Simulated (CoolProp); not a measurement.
Vapour-liquid equilibrium of R134a (1) + R152A (2) at 29.05 °C; x and y are mole fractions of (1).

Computed with CoolProp (multi-fluid Helmholtz-energy mixture model, Tillner-Roth 1994 and Outcalt 1996; pair parameters Lemmon 2004).

Give the bubble pressure and the first vapour's composition at x = 0.05, 0.65, 0.8. Is there an azeotrope?

x = 0.05: 672.3 kPa, y = 0.051; x = 0.65: 708.7 kPa, y = 0.675; x = 0.8: 724.6 kPa, y = 0.820. No azeotrope shows between x = 0.05 and 0.95.

Pair parameters are fitted to limited data, so mixtures are less certain than the pure fluids.
